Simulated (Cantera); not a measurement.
Cantera run:

```python
import numpy as np
import cantera as ct

gas_names = """
    B BF BF2 BF3 BH BHF2 BH2 BH3 BN B2 F F2 H HF H2 H2F2 H3F3 H4F4 H5F5 H6F6 H7F7 N NF NF2 NF3 NH NH2
    NH3 N2 N2H2 N2H4
""".split()
cond_names = """
    B(b) B(L) BN(s)
""".split()


def load(file, names, dense=False):
    # The tables refer to 1 bar. Condensed volumes are neglected.
    table = {s.name: s for s in ct.Species.list_from_file(file)}
    out = []
    for n in names:
        d = dict(table[n].input_data)
        d["thermo"] = dict(d["thermo"], **{"reference-pressure": 1e5})
        if dense:
            d["equation-of-state"] = {"model": "constant-volume", "density": "1e6 g/cm^3"}
        out.append(ct.Species.from_dict(d))
    return out


gas = ct.Solution(thermo="ideal-gas", species=load("nasa_gas.yaml", gas_names))
cond = {s.name: ct.Solution(thermo="fixed-stoichiometry", species=[s], name=s.name)
        for s in load("nasa_condensed.yaml", cond_names, dense=True)}
atoms = {
    'BF3': {'B': 1, 'F': 3},
    'H2': {'H': 2},
    'N2': {'N': 2},
}
top_T = {'BN(s)': 3200}  # K; cautious upper limits of use, not melting points


def equilibrate(T, P, feed):
    n = {}
    for name, mol in feed.items():
        for a, k in atoms[name].items():
            n[a] = n.get(a, 0.0) + k * mol
    gas.TPX = T, P, n
    mass = sum(n.values()) * gas.mean_molecular_weight
    gas.equilibrate("TP")
    valid = [c for c in cond.values() if c.min_temp <= T <= top_T.get(c.name, c.max_temp)]
    mix = ct.Mixture([(gas, mass / gas.mean_molecular_weight)] + [(c, 0.0) for c in valid])
    mix.T, mix.P = T, P
    mix.equilibrate("TP", solver="vcs", rtol=1e-11, max_steps=5000)
    return mix


results = []
feed = {'BF3': 1, 'H2': 15, 'N2': 58}  # mol
T = 1575  # K
P = 100000  # Pa
mix = equilibrate(T, P, feed)
results.append((T, P, feed, dict(zip(mix.species_names, mix.species_moles))))
print(gas.report(threshold=1e-05))
for i in range(1, mix.n_phases):
    print(f"{mix.phase(i).name:16s} {mix.phase_moles(i):12.5e} mol")
```

It prints:

```
       temperature   1575 K
          pressure   1e+05 Pa
           density   0.17716 kg/m^3
  mean mol. weight   23.199 kg/kmol
   phase of matter   gas

                          1 kg             1 kmol
                     ---------------   ---------------
          enthalpy        1.1549e+06        2.6793e+07  J
   internal energy        5.9045e+05        1.3698e+07  J
           entropy             10225        2.3721e+05  J/K
    Gibbs function       -1.4949e+07       -3.4681e+08  J
 heat capacity c_p            1507.2             34967  J/K
 heat capacity c_v            1148.9             26653  J/K

                      mass frac. Y      mole frac. X     chem. pot. / RT
                     ---------------   ---------------   ---------------
               BF2        0.00013398        6.3684e-05           -89.392
               BF3          0.029003         0.0099234           -128.53
              BHF2        0.00050366        0.00023456           -99.577
                 H         8.024e-07        1.8467e-05           -10.184
                HF         0.0087715          0.010171           -49.327
                H2          0.017161           0.19748           -20.368
                N2           0.94442           0.78211           -26.409
     [  +24 minor]        3.9544e-06        4.7395e-06

B(b)              0.00000e+00 mol
BN(s)             2.43504e-01 mol
```

These are equilibrium values from Cantera (NASA tables, ideal gas, pure condensed phases), not measurements of a reactor. The tables' values for BF2 are old estimates; treat these amounts as uncertain.
